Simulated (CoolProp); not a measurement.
A Linde-Hampson liquefier for oxygen: isothermal reversible compression at 230 K from 1 atm to 5 MPa, throttling to 1 atm, return gas leaving the recuperator 10 K below the feed. Each further row changes one setting.

Values from CoolProp's reference Helmholtz-energy equation of state, Schmidt 1985.

```tsv
case	liquid yield per pass	compression work (kJ/kg of gas)
as stated	0.033	228
high pressure 10 MPa	0.099	264
warm-end temperature 260 K	0.018	260
warm-end gap 15 K	0.020	228
```
